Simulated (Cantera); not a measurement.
An adiabatic, constant-pressure homogeneous reactor starts with CH4 : O2 : N2 = 1 : 1.54 : 5.78 (molar parts), equivalence ratio 1.3, at 1475 K and 160000 Pa.

Computed with Cantera and GRI-Mech 3.0 (53 species, 325 reactions).

x: mole fraction; the columns are a selection and need not sum to one.

| t (s) | T (K) | x CH4 | x O2 | x H | x CH2CO | x C2H6 | x HO2 |
|---|---|---|---|---|---|---|---|
| 5.00e-6 | 1475 | 0.120 | 0.185 | 7.41e-9 | <1e-12 | 5.99e-11 | 5.28e-7 |
| 1.95e-5 | 1475 | 0.120 | 0.185 | ? | <1e-12 | ? | ? |
| 7.58e-5 | 1475 | 0.120 | 0.185 | 2.97e-8 | 7.13e-12 | 5.80e-7 | 4.73e-6 |
| 0.000295 | 1476 | 0.120 | 0.185 | 1.80e-7 | 2.36e-8 | 7.09e-5 | 7.82e-6 |
| 0.00115 | 1624 | 0.0892 | 0.160 | 4.14e-5 | 0.000266 | 0.00225 | 0.000216 |
| 0.00447 | 2773 | <1e-12 | 0.00348 | 0.0124 | <1e-12 | <1e-12 | 1.82e-6 |
| 0.0174 | 2773 | <1e-12 | 0.00347 | 0.0124 | <1e-12 | <1e-12 | 1.81e-6 |
| 0.0678 | 2773 | <1e-12 | 0.00347 | 0.0124 | <1e-12 | <1e-12 | 1.81e-6 |
| 0.264 | 2773 | <1e-12 | 0.00347 | 0.0124 | <1e-12 | <1e-12 | 1.81e-6 |
| 1.03 | 2773 | <1e-12 | 0.00347 | 0.0124 | <1e-12 | <1e-12 | 1.81e-6 |
| 4.00 | 2773 | <1e-12 | 0.00347 | 0.0124 | <1e-12 | <1e-12 | 1.81e-6 |

What belongs in the gaps?


- 1.95e-5, x H: 1.01e-8
- 1.95e-5, x C2H6: 4.59e-9
- 1.95e-5, x HO2: 1.87e-6
